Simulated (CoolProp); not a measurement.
Dimethyl ether at several states: density (kg/m³) from the reference equation and from simpler models built on Tc = 400.4 K, pc = 53.37 bar, ω = 0.196; each cubic takes its own stable root.

Computed with CoolProp (reference Helmholtz-energy equation of state, Wu 2011).

```json
[
 {"T (K)": "479.2", "p (bar)": "126", "phase": "supercritical", "reference": "265.6", "van der Waals": "265.4", "Redlich-Kwong": "261.1", "Soave-Redlich-Kwong": "236.8"},
 {"T (K)": "281.7", "p (bar)": "12.6", "phase": "liquid", "reference": "688.7", "van der Waals": "420.8", "Redlich-Kwong": "611.0", "Soave-Redlich-Kwong": "628.9"},
 {"T (K)": "252.9", "p (bar)": "0.245", "phase": "gas", "reference": "0.5411", "van der Waals": "0.5389", "Redlich-Kwong": "0.5398", "Soave-Redlich-Kwong": "0.5400"}
]
```
